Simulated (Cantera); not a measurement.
Input: 1 mol MgO, 0.96 mol H₂S, 0.26 mol CO₂, held at 727 °C and 3.30 bar.

Equilibrium computed with Cantera from the NASA thermochemical tables; the gas is ideal and each condensed phase is pure. Candidate condensed phases: C, C₆H₆, C₇H₈, C₈H₁₈, H₂O, H₂SO₄, Mg, MgCO₃, MgO, Mg(OH)₂, MgS, MgSO₄, S; 130 gas species. Gases not in the tables: S₃ to S₇. The numbers say what is thermodynamically allowed, not how fast it happens.

Base state: H₂S 0.685, CO₂ 0.145, H₂O 0.0653, COS 0.0334, CO 0.0282, S₂ 0.0232, H₂ 0.0182, CS₂ 0.00184 (mole fractions); condensed: MgO(s).

**Question.** What changes in the equilibrium state with this change: temperature from 727 °C to 952 °C?

**Answer.** 
```
species       before     after
-----------  -------  --------
H₂S            0.685     0.562
H₂O           0.0653     0.106
CO₂            0.145    0.0930
CO            0.0282    0.0805
H₂            0.0182    0.0625
S₂            0.0232    0.0712
COS           0.0334    0.0231
SH           1.69e-5  0.000284
SO₂          9.68e-6   7.56e-5
MgO(s), mol     1.00      1.00
```
